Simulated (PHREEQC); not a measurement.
Synthetic water in mg/kgw, 49 °C, pH 2.7, pe 10.4: Na 1340; K 352; Ca 519; Mg 113; Cl 1370; S(6) as SO4 5460; Cu(2) 0.84; Al 533; Pb 620; Zn 4.71; Cd 111; Mn(2) 6.84.

Valence states are taken as typed.

Model: ion-association model, phreeqc.dat, run in PHREEQC.

### Question
The ionic strength comes out as 0.145 mol/kgw. What activity coefficients do Zn(SO4)2-2, Ca+2, CaHSO4+, Pb+2, Cd+2 get?

### Answer
Zn(SO4)2-2 0.32, Ca+2 0.34, CaHSO4+ 0.75, Pb+2 0.32, Cd+2 0.32.

Precipitation was switched off in this run. Saturation is exceeded, for instance for Anglesite; the values hold only as long as no solid forms. Species that the database lacks are ignored. Away from 25 °C the constants follow the database's enthalpies or fits; those with neither stay at their 25 °C values.
